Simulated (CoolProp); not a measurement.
Vapour-liquid equilibrium of benzene (1) + m-xylene (2) at 6.91 bar; x and y are mole fractions of (1).

The numbers come from the multi-fluid Helmholtz-energy mixture model, Thol 2012 and Zhou 2012; pair parameters Bell 2016 in CoolProp.

```json
[
 {"x": "0.05", "bubble temperature, mixture model (K)": "496.2", "bubble temperature, Raoult's law (K)": "495.5", "y, mixture model": "0.121", "y, Raoult's law": "0.147"},
 {"x": "0.125", "bubble temperature, mixture model (K)": "488.6", "bubble temperature, Raoult's law (K)": "487.2", "y, mixture model": "0.277", "y, Raoult's law": "0.324"},
 {"x": "0.2", "bubble temperature, mixture model (K)": "___", "bubble temperature, Raoult's law (K)": "479.7", "y, mixture model": "___", "y, Raoult's law": "0.462"},
 {"x": "0.275", "bubble temperature, mixture model (K)": "475.1", "bubble temperature, Raoult's law (K)": "473.1", "y, mixture model": "___", "y, Raoult's law": "0.571"},
 {"x": "0.35", "bubble temperature, mixture model (K)": "469.1", "bubble temperature, Raoult's law (K)": "467.0", "y, mixture model": "0.608", "y, Raoult's law": "0.659"},
 {"x": "0.425", "bubble temperature, mixture model (K)": "463.5", "bubble temperature, Raoult's law (K)": "461.6", "y, mixture model": "___", "y, Raoult's law": "0.730"},
 {"x": "0.5", "bubble temperature, mixture model (K)": "458.4", "bubble temperature, Raoult's law (K)": "456.6", "y, mixture model": "___", "y, Raoult's law": "0.789"},
 {"x": "0.575", "bubble temperature, mixture model (K)": "453.6", "bubble temperature, Raoult's law (K)": "452.0", "y, mixture model": "___", "y, Raoult's law": "0.837"},
 {"x": "0.65", "bubble temperature, mixture model (K)": "449.1", "bubble temperature, Raoult's law (K)": "447.8", "y, mixture model": "___", "y, Raoult's law": "0.878"},
 {"x": "0.725", "bubble temperature, mixture model (K)": "445.0", "bubble temperature, Raoult's law (K)": "443.9", "y, mixture model": "0.894", "y, Raoult's law": "0.912"},
 {"x": "0.8", "bubble temperature, mixture model (K)": "441.0", "bubble temperature, Raoult's law (K)": "440.2", "y, mixture model": "___", "y, Raoult's law": "0.941"},
 {"x": "0.875", "bubble temperature, mixture model (K)": "437.4", "bubble temperature, Raoult's law (K)": "436.9", "y, mixture model": "0.959", "y, Raoult's law": "0.966"},
 {"x": "0.95", "bubble temperature, mixture model (K)": "433.9", "bubble temperature, Raoult's law (K)": "433.7", "y, mixture model": "0.985", "y, Raoult's law": "0.987"}
]
```

Problem. What belongs in the gaps?

Solution. 
- 0.2, bubble temperature, mixture model (K): 481.5
- 0.2, y, mixture model: 0.407
- 0.275, y, mixture model: 0.517
- 0.425, y, mixture model: 0.685
- 0.5, y, mixture model: 0.750
- 0.575, y, mixture model: 0.806
- 0.65, y, mixture model: 0.853
- 0.8, y, mixture model: 0.928

The largest gap from Raoult's law is +2.1 K in bubble temperature, at x = 0.35. No azeotrope shows between x = 0.05 and 0.95.

Pair parameters are fitted to limited data, so mixtures are less certain than the pure fluids.
